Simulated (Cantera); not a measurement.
Input (Python, Cantera) and output of one run.

```python
import numpy as np
import cantera as ct

gas_names = [...]  # 77 gases of nasa_gas.yaml made of C, H, Ti
cond_names = """
    C(gr) C6H6(L) C7H8(L) C8H18(L),n-octa Ti(a) Ti(b) Ti(L) TiC(s) TiC(L)
""".split()


# ... load() reads the species with a 1 bar reference pressure and builds the phases ...
atoms = {
    'TiC': {'Ti': 1, 'C': 1},
    'H2': {'H': 2},
}
top_T = {'C(gr)': 4500}  # K; cautious upper limits of use, not melting points


# ... equilibrate(T, P, feed) seeds the gas with the atoms and calls Mixture.equilibrate('TP', solver="vcs", rtol=1e-11, max_steps=5000) ...
results = []
feed = {'TiC': 1, 'H2': 0.062}  # mol
P = 1000  # Pa
for T in [1450, 1600, 1750, 1900, 2050, 2200, 2350, 2500, 2650, 2800, 2950]:
    mix = equilibrate(T, P, feed)
    results.append((T, P, feed, dict(zip(mix.species_names, mix.species_moles))))

top = {s: max(r[3][s] / sum(r[3][g] for g in gas_names) for r in results) for s in gas_names}
cols = sorted((s for s in top if top[s] > 0.001), key=lambda s: -top[s])[:6]
seen = [c for c in cond_names if any(r[3].get(c, 0) > 1e-12 for r in results)]
print("log10 of partial pressures in bar; condensed amounts in mol")
print(f"{'T/K':>10s}" + "".join(f"{s[:9]:>10s}" for s in cols + seen))
for T, P, feed, n in results:
    ng = sum(n[g] for g in gas_names)
    print(f"{T:10.4g}" + "".join(f"{np.log10(max(n[s] / ng * P / 1e5, 1e-99)):10.3f}" for s in cols)
          + "".join(f"{n.get(c, 0):10.4g}" for c in seen))
```

Result:

```
log10 of partial pressures in bar; condensed amounts in mol
       T/K        H2         H        Ti C2H2,acet        C3       C2H    TiC(s)
      1450    -2.000    -6.024   -11.001   -16.353   -32.296   -23.242         1
      1600    -2.000    -5.265   -10.058   -13.112   -25.762   -18.850         1
      1750    -2.001    -4.634    -9.247   -10.495   -20.456   -15.280         1
      1900    -2.003    -4.102    -8.327    -8.775   -16.715   -12.757         1
      2050    -2.010    -3.649    -7.358    -7.683   -14.085   -10.978         1
      2200    -2.024    -3.262    -6.497    -6.805   -11.901    -9.503         1
      2350    -2.054    -2.931    -5.749    -6.056    -9.999    -8.224         1
      2500    -2.109    -2.654    -5.099    -5.413    -8.310    -7.102    0.9999
      2650    -2.204    -2.431    -4.532    -4.874    -6.793    -6.115    0.9998
      2800    -2.355    -2.264    -4.024    -4.468    -5.455    -5.276    0.9992
      2950    -2.580    -2.159    -3.521    -4.289    -4.400    -4.665     0.997
```

Method: chemical equilibrium by Gibbs-energy minimisation in Cantera with the NASA 1993 tables (ideal gas, pure condensed phases). TiC: taken at fixed stoichiometry.
